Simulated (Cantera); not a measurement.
An adiabatic, constant-pressure homogeneous reactor starts with 16.6 % CH4, 17.4 % O2, 65.8 % N2, 0.159 % C2H6, equivalence ratio 1.9, at 950 K and 0.415 atm.

Cantera simulation using GRI-Mech 3.0 (53 species, 325 reactions); the numbers are that mechanism's predictions, not measurements. Below about 1000 K GRI-Mech 3.0 lacks low-temperature oxidation paths.

### Question
Predict: time of steepest temperature rise; temperature at 6.00 s; equilibrium temperature; x(O2) at 6.00 s; x(HCN) at 6.00 s; x(OH) at 6.00 s; x(H2) at 6.00 s.

### Answer
```
Quantity                                                               Value
---------------------------------  -----------------------------------------
time of steepest temperature rise                                     5.15 s
temperature at 6.00 s                                                 2097 K
equilibrium temperature                                               2097 K
x(O2) at 6.00 s                      5.87e-7 (gas-phase equilibrium 5.87e-7)
x(HCN) at 6.00 s                     6.13e-8 (gas-phase equilibrium 3.94e-8)
x(OH) at 6.00 s                    0.000188 (gas-phase equilibrium 0.000188)
x(H2) at 6.00 s                          0.156 (gas-phase equilibrium 0.156)
```
